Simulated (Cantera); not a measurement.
# Catalytic stagnation flow on Pt

A jet of CH4 : O2 : N2 = 0.021 : 0.15 : 0.79 (molar parts) at 300 K and 4700 Pa hits a platinum plate 7.4 cm away at a mass flux of 0.053 kg/m²/s; the plate temperature is set and raised in steps from an oxygen-covered start.

Detailed kinetics in Cantera: Deutschmann's 1995 Pt surface mechanism with GRI-Mech 3.0 gas chemistry. Catalytic surfaces can have several steady states; this one follows from the mechanism file's or the stated starting coverage.

```
plate T (K)  wall x CH4  wall x O2  wall x H2O  wall x OH  wall x CO  wall x CO2  θ free Pt   θ O*
-----------  ----------  ---------  ----------  ---------  ---------  ----------  ---------  -----
900              0.0153      0.142      0.0122    3.00e-8    6.11e-6     0.00803      0.219  0.780
950              0.0123      0.136      0.0178    9.79e-8    6.78e-6      0.0117      0.289  0.710
1000            0.00967      0.130      0.0226    2.72e-7    7.24e-6      0.0149      0.360  0.639
1050            0.00767      0.126      0.0262    6.68e-7    7.68e-6      0.0173      0.431  0.569
1100            0.00620      0.123      0.0289    1.47e-6    8.20e-6      0.0191      0.499  0.500
1150            0.00513      0.121      0.0308    2.98e-6    8.92e-6      0.0203      0.564  0.436
```
x: mole fraction at the wall; θ: surface coverage.
